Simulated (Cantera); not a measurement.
An isothermal, constant-pressure homogeneous reactor starts with NO : N2 = 1 : 1.6 (molar parts), at 1600 K and 49.5 Torr. Integrator tolerance rtol = 1e-08.

Computed with Cantera and GRI-Mech 3.0 (53 species, 325 reactions).

| quantity | before | after |
|---|---|---|
| x(NO) at 100 s | 0.329 (gas-phase equilibrium 0.00188) | 0.358 (gas-phase equilibrium 0.00188) |
| x(N2O) at 100 s | 3.60e-5 (gas-phase equilibrium 2.91e-8) | 4.21e-5 (gas-phase equilibrium 1.93e-8) |
| x(N2) at 100 s | 0.643 (gas-phase equilibrium 0.807) | 0.629 (gas-phase equilibrium 0.807) |
| x(O) at 100 s | 1.03e-5 (gas-phase equilibrium 2.48e-5) | 1.18e-5 (gas-phase equilibrium 3.75e-5) |
| x(O2) at 100 s | 0.0278 (gas-phase equilibrium 0.191) | 0.0134 (gas-phase equilibrium 0.191) |
| x(NO2) at 100 s | 0.000123 (gas-phase equilibrium 1.85e-6) | 6.16e-5 (gas-phase equilibrium 1.23e-6) |

Problem. What was changed between the two runs?
A. pressure from 49.5 Torr to 1.10 bar
B. NO 1 to 1.4 parts
C. pressure from 49.5 Torr to 21.8 Torr
D. temperature 1600 to 1650 K

Solution. C, pressure from 49.5 Torr to 21.8 Torr
